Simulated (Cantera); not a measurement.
A closed system holds: 1 mol SiH2Cl2, 2.3 mol O2, 12 mol H2, held at 40.0 mbar.

Method: chemical equilibrium by Gibbs-energy minimisation in Cantera with the NASA 1993 tables (ideal gas, pure condensed phases). Candidate condensed phases: H2O, Si, SiO2; 30 gas species. The tables hold silica as quartz up to 1696 K and as liquid above; real silica turns to tridymite and cristobalite and melts near 1996 K. Equilibrium is a limit: real reactors are often held back by kinetics, nucleation or transport.

x: gas mole fraction; n: condensed amount in mol.

| T (K) | x H2 | x H2O | x HCl | x H | x Cl | x SiO | x OH | n SiO2(β-quartz) | n SiO2(condensed) |
|---|---|---|---|---|---|---|---|---|---|
| 1098 | 0.671 | 0.186 | 0.143 | 1.01e-7 | 1.93e-8 | <1e-12 | 1.23e-10 | 1.00 | 0 |
| 1148 | 0.671 | 0.186 | 0.143 | 2.94e-7 | 5.50e-8 | <1e-12 | 4.85e-10 | 1.00 | 0 |
| 1198 | 0.671 | 0.186 | 0.143 | 7.79e-7 | 1.44e-7 | 2.57e-12 | 1.70e-9 | 1.00 | 0 |
| 1248 | 0.671 | 0.186 | 0.143 | 1.91e-6 | 3.48e-7 | 2.32e-11 | 5.41e-9 | 1.00 | 0 |
| 1298 | 0.671 | 0.186 | 0.143 | 4.39e-6 | 7.88e-7 | 1.76e-10 | 1.57e-8 | 1.00 | 0 |
| 1348 | 0.671 | 0.186 | 0.143 | 9.48e-6 | 1.68e-6 | 1.15e-9 | 4.22e-8 | 1.00 | 0 |
| 1398 | 0.671 | 0.186 | 0.143 | ___ | ___ | ___ | ___ | 1.00 | 0 |
| 1448 | 0.671 | 0.186 | 0.143 | 3.78e-5 | 6.55e-6 | 3.26e-8 | 2.49e-7 | 1.00 | 0 |
| 1498 | 0.671 | 0.186 | 0.143 | 7.04e-5 | 1.21e-5 | 1.46e-7 | 5.52e-7 | 1.000 | 0 |
| 1548 | 0.671 | 0.186 | 0.143 | 0.000126 | 2.14e-5 | 5.94e-7 | 1.17e-6 | 1.000 | 0 |
| 1598 | 0.671 | 0.186 | 0.143 | ___ | ___ | ___ | ___ | 1.000 | 0 |
| 1648 | 0.671 | 0.186 | 0.143 | 0.000365 | 6.09e-5 | 7.53e-6 | 4.53e-6 | 1.000 | 0 |
| 1698 | 0.671 | 0.186 | 0.143 | 0.000592 | 9.80e-5 | 2.39e-5 | 8.42e-6 | 0 | 1.000 |

Fill in the missing entries.


- 1398, x H: 1.94e-5
- 1398, x Cl: 3.40e-6
- 1398, x SiO: 6.49e-9
- 1398, x OH: 1.06e-7
- 1598, x H: 0.000218
- 1598, x Cl: 3.67e-5
- 1598, x SiO: 2.20e-6
- 1598, x OH: 2.35e-6
